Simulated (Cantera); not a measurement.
A perfectly stirred reactor is fed with 5.94 % CH4, 19.8 % O2, 74.3 % N2, equivalence ratio 0.60, at 41000 Pa; it is adiabatic with a 698 K inlet, and is followed from long to short residence time, starting on the burning branch (τ in s: 0.041, 0.022, 0.012, 0.0062, 0.0033, 0.0018, 0.00095, 0.00051, 0.00027, 0.00014, 7.7e-05, 4.1e-05).

Model: GRI-Mech 3.0 (53 species, 325 reactions), integrated in Cantera.

Problem. Predict: blow-out, bracketed by the residence times tried; x(CH4) at τ = 41.0 ms; x(O2) at τ = 41.0 ms; x(H2O) at τ = 41.0 ms; x(CO) at τ = 41.0 ms; x(CH4) at τ = 0.950 ms; x(O2) at τ = 0.950 ms; x(H2O) at τ = 0.950 ms; x(C2H4) at τ = 0.950 ms; x(CO) at τ = 0.950 ms.

Solution. 
| Item | Result |
|---|---|
| blow-out, bracketed by the residence times tried | burning at 0.140 ms, out at 77.0 µs |
| x(CH4) at τ = 41.0 ms | 1.32e-5 |
| x(O2) at τ = 41.0 ms | 0.0786 |
| x(H2O) at τ = 41.0 ms | 0.116 |
| x(CO) at τ = 41.0 ms | 0.00183 |
| x(CH4) at τ = 0.950 ms | 0.000205 |
| x(O2) at τ = 0.950 ms | 0.0822 |
| x(H2O) at τ = 0.950 ms | 0.107 |
| x(C2H4) at τ = 0.950 ms | 2.64e-8 |
| x(CO) at τ = 0.950 ms | 0.0113 |
